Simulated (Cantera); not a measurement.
A Cantera script and its output.

```python
import numpy as np
import cantera as ct

gas = ct.Solution("SiF4_NH3_mec.yaml", "gas")
gas.TPX = 1625, 68000, {'NH3': 1, 'N2': 2.4}
reactor = ct.IdealGasConstPressureReactor(gas, energy="off", clone=False)
net = ct.ReactorNet([reactor])
net.rtol, net.atol = 1e-08, 1e-18
show = ['NH3', 'NH2', 'N', 'N2H4', 'NH', 'N2']
times = np.geomspace(4e-05, 2, 15)

steps = ct.SolutionArray(gas, extra=["t"])
rows = []
print(f"{'t/s':>10s}{'T/K':>9s}{'P/Pa':>11s}" + "".join(f"{s:>11s}" for s in show))
for t in times:
    while net.time < t:
        t_next = net.step()
        steps.append(gas.state, t=t_next)
    rows.append([np.interp(t, steps.t, y) for y in (steps.T, steps.P, *steps(*show).X.T)])
    print(f"{t:10.3e}{rows[-1][0]:9.1f}{rows[-1][1]:11.4g}" + "".join(f"{x:11.3e}" for x in rows[-1][2:]))
rate = np.gradient(steps.T, steps.t)
print("integrator steps:", len(steps.t))
if steps.T.max() > steps.T[0] + 200:
    print(f"time of steepest temperature rise: {steps.t[rate.argmax()]:.4e} s")
gas.TPX = 1625, 68000, {'NH3': 1, 'N2': 2.4}
gas.equilibrate("TP")
print(f"equilibrium (TP): T = {gas.T:.1f} K  " + "  ".join(f"{s} {gas[s].X[0]:.3e}" for s in show))
```

Result:

```
       t/s      T/K       P/Pa        NH3        NH2          N       N2H4         NH         N2
 4.000e-05   1625.0    6.8e+04  2.941e-01  1.076e-06  1.295e-15  1.390e-11  3.045e-11  7.059e-01
 8.664e-05   1625.0    6.8e+04  2.941e-01  2.339e-06  1.783e-14  7.111e-11  2.003e-10  7.059e-01
 1.876e-04   1625.0    6.8e+04  2.941e-01  5.069e-06  2.432e-13  3.465e-10  1.309e-09  7.059e-01
 4.064e-04   1625.0    6.8e+04  2.941e-01  1.095e-05  2.617e-12  1.646e-09  7.463e-09  7.059e-01
 8.803e-04   1625.0    6.8e+04  2.941e-01  2.343e-05  1.447e-11  7.589e-09  3.324e-08  7.059e-01
 1.907e-03   1625.0    6.8e+04  2.941e-01  4.697e-05  4.777e-11  3.059e-08  1.071e-07  7.059e-01
 4.130e-03   1625.0    6.8e+04  2.939e-01  7.182e-05  1.383e-10  7.159e-08  2.039e-07  7.058e-01
 8.944e-03   1625.0    6.8e+04  2.937e-01  7.747e-05  2.888e-10  8.333e-08  2.325e-07  7.058e-01
 1.937e-02   1625.0    6.8e+04  2.931e-01  7.709e-05  5.857e-10  8.250e-08  2.420e-07  7.057e-01
 4.196e-02   1625.0    6.8e+04  2.919e-01  7.613e-05  1.239e-09  8.045e-08  2.592e-07  7.055e-01
 9.088e-02   1625.0    6.8e+04  2.894e-01  7.440e-05  2.626e-09  7.684e-08  2.879e-07  7.051e-01
 1.968e-01   1625.0    6.8e+04  2.839e-01  7.163e-05  5.200e-09  7.124e-08  3.260e-07  7.042e-01
 4.263e-01   1625.0    6.8e+04  2.727e-01  6.764e-05  8.814e-09  6.352e-08  3.608e-07  7.025e-01
 9.234e-01   1625.0    6.8e+04  2.508e-01  6.193e-05  1.218e-08  5.325e-08  3.751e-07  6.990e-01
 2.000e+00   1625.0    6.8e+04  2.126e-01  5.341e-05  1.389e-08  3.960e-08  3.567e-07  6.929e-01
integrator steps: 844
equilibrium (TP): T = 1625.0 K  NH3 4.749e-06  NH2 1.696e-09  N 1.141e-12  N2H4 4.002e-17  NH 1.750e-11  N2 6.591e-01
```

Cantera simulation using the gas-phase N/H chemistry of the illustrative SiF4/NH3 mechanism in the Surface Chemkin manual (1991); the numbers are that mechanism's predictions, not measurements. Walls and surfaces, which speed up NH3 decomposition in real reactors, are not modelled.
